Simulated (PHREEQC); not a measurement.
Dissolve 0.76 mmol/kgw Cu(BF4)2, 1.2 mmol/kgw HBF4 and 19 mmol/kgw Na2SO4 at 25 °C. Closed to the air; pH follows from the charge balance.

Computed with PHREEQC (ion-association model, phreeqc.dat).

| Quantity | Result |
|---|---|
| pH | 2.98 |
| ionic strength | 0.0556 mol/kgw |
| density | 1.000 g/cm³ |
| total alkalinity | -9.36 meq/kg |

```tsv
species	molality	activity	log γ
Na+	0.0366	0.0300	-0.087
SO4-2	0.0164	0.00735	-0.349
HF	0.00237	0.00240	0.006
F-	0.00188	0.00151	-0.095
BF4-	0.00142	0.00115	-0.089
NaSO4-	0.00134	0.00111	-0.085
H+	0.00124	0.00106	-0.071
H3BO3	0.000963	0.000975	0.006
```

Precipitation was switched off in this run. Complexes and solids missing from the database can't appear. Real BF4- forms and hydrolyses slowly; the run takes it at equilibrium.
